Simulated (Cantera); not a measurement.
An adiabatic, constant-volume homogeneous reactor starts with CH4 : CO : O2 : N2 = 1 : 0.068 : 2.91 : 9.59 (molar parts), at 1423 K and 9.87 atm. Integrator tolerance rtol = 1e-08.

Cantera simulation using GRI-Mech 3.0 (53 species, 325 reactions); the numbers are that mechanism's predictions, not measurements.

### Question
What does this change do: 0.031 parts C2H6 added?

### Answer
| quantity | before | after |
|---|---|---|
| time of steepest temperature rise | 0.294 ms | 0.181 ms |
| temperature at 0.300 s | 2941 K | 2977 K |
| equilibrium temperature | 2941 K | 2977 K |
| x(CH4) at 0.300 s | <1e-12 (gas-phase equilibrium <1e-12) | <1e-12 (gas-phase equilibrium <1e-12) |
| x(CO) at 0.300 s | 0.0153 (gas-phase equilibrium 0.0153) | 0.0187 (gas-phase equilibrium 0.0187) |
| x(O2) at 0.300 s | 0.0562 (gas-phase equilibrium 0.0562) | 0.0500 (gas-phase equilibrium 0.0500) |
| x(CH2) at 0.300 s | <1e-12 (gas-phase equilibrium <1e-12) | <1e-12 (gas-phase equilibrium <1e-12) |
| x(H) at 0.300 s | 0.00192 (gas-phase equilibrium 0.00192) | 0.00237 (gas-phase equilibrium 0.00237) |
| x(HCN) at 0.300 s | 1.24e-9 (gas-phase equilibrium 1.24e-9) | 2.02e-9 (gas-phase equilibrium 2.02e-9) |
| x(NO) at 0.300 s | 0.0215 (gas-phase equilibrium 0.0215) | 0.0211 (gas-phase equilibrium 0.0211) |
